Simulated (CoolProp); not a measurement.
R365MFC along the isobar 4.44 MPa: fugacity coefficient from the reference equation and from simpler models built on Tc = 186.9 °C, pc = 3.266 MPa, ω = 0.377; each cubic takes its own stable root.

The numbers come from the reference Helmholtz-energy equation of state, Lemmon 2016 in CoolProp.

```json
[
 {"T (°C)": "140.75", "phase": "liquid", "reference": "0.2850"},
 {"T (°C)": "153.05", "phase": "liquid", "reference": "0.3412"},
 {"T (°C)": "165.35", "phase": "liquid", "reference": "0.4013"},
 {"T (°C)": "177.65", "phase": "liquid", "reference": "0.4639"},
 {"T (°C)": "189.95", "phase": "supercritical", "reference": "0.5271"},
 {"T (°C)": "202.25", "phase": "supercritical", "reference": "0.5869"},
 {"T (°C)": "214.55", "phase": "supercritical", "reference": "0.6324"},
 {"T (°C)": "226.85", "phase": "supercritical", "reference": "0.6655"}
]
```

Question: How far does each simpler model (Soave-Redlich-Kwong, Peng-Robinson) lie from the reference over these 8 states: mean and median of the absolute difference, and the worst?

Answer: 
- Soave-Redlich-Kwong: mean 3.9 %, median 3.9 %, worst +5.1 % at 140.75 °C and 4.44 MPa
- Peng-Robinson: mean 0.8 %, median 0.7 %, worst -1.6 % at 214.55 °C and 4.44 MPa
